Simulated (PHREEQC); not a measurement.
## Acid mine or pickling water (model solution)

Model water analysis in mmol/kgw, 75 °C, pH 1.93, pe 9.6:

```csv
constituent,mmol/kgw
Na,2.35
K,0.552
Ca,0.558
Mg,0.848
Cl,2.16
S(6),13.5
F,0.00541
Pb,0.0687
O(0) (counted as O atoms),0.105
Cd,0.00246
P,0.0241
```

Valence states are taken as typed.

Model: ion-association model, wateq4f.dat, run in PHREEQC.

Precipitation was switched off in this run.

Question: Estimate the ionic strength.

Answer: ionic strength 0.0231 mol/kgw.

Question: In which forms is S present?

Answer: HSO4- 69 %, SO4-2 27 %, MgSO4 2.7 %, CaSO4 0.9 % of the S.

The solution is supersaturated, for example in Anglesite, so a real one may precipitate; this is no full list. Complexes and solids missing from the database can't appear. H3PO4, which wateq4f.dat lacks, is added to it with the constant of phreeqc.dat. At this temperature some constants are extrapolated from 25 °C, and those without enthalpy data are left unchanged. The database has no phosphate complexes of Pb, Cd.
